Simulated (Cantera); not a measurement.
What does this Cantera script print?

```python
import numpy as np
import cantera as ct

gas = ct.Solution("gri30.yaml")


def delay(T, t_max=10):
    gas.TPX = T, 410000, {'C2H4': 1, 'O2': 5.08, 'N2': 19.1, 'CO2': 7.2}
    reactor = ct.IdealGasReactor(gas, clone=False)
    net = ct.ReactorNet([reactor])
    net.rtol, net.atol = 1e-8, 1e-16
    while net.time < t_max:
        t_old, T_old = net.time, reactor.T
        net.step()
        if reactor.T > T + 400:  # ignition: a rise of 400 K
            return t_old + (T + 400 - T_old) / (reactor.T - T_old) * (net.time - t_old)
    return np.nan


taus = []
for T in [1125, 1200, 1275, 1350, 1425]:
    taus.append(delay(T))
    print(f"T0 = {T:6g} K   tau = {taus[-1]:.4e} s")

# d ln(tau) / d ln(k), from doubling and halving each rate constant
T, sens = 1350, []
for i in range(gas.n_reactions):
    gas.set_multiplier(2.0, i)
    up = delay(T)
    gas.set_multiplier(0.5, i)
    down = delay(T)
    gas.set_multiplier(1.0, i)
    sens.append((np.log(up / down) / np.log(4.0), gas.reaction(i).equation))
sens.sort(key=lambda x: -abs(x[0]))
print(f"sensitivities at {T} K")
for s, eq in sens[:10]:
    print(f"{s:8.3f}  {eq}")
```

It prints:

```
T0 =   1125 K   tau = 7.5155e-03 s
T0 =   1200 K   tau = 9.5842e-04 s
T0 =   1275 K   tau = 1.5292e-04 s
T0 =   1350 K   tau = 4.3539e-05 s
T0 =   1425 K   tau = 2.2177e-05 s
sensitivities at 1350 K
  -0.983  H + O2 <=> O + OH
  -0.872  C2H3 + O2 <=> CH2CHO + O
  -0.825  C2H4 + O <=> CH2CHO + H
   0.750  C2H4 + O <=> CH3 + HCO
   0.727  C2H3 + O2 <=> CH2O + HCO
  -0.286  HCO + M <=> CO + H + M
   0.276  HCO + O2 <=> CO + HO2
  -0.264  C2H4 + OH <=> C2H3 + H2O
   0.250  H + O2 + M <=> HO2 + M
   0.243  H + O2 + N2 <=> HO2 + N2
```

Model: GRI-Mech 3.0 (53 species, 325 reactions), integrated in Cantera.
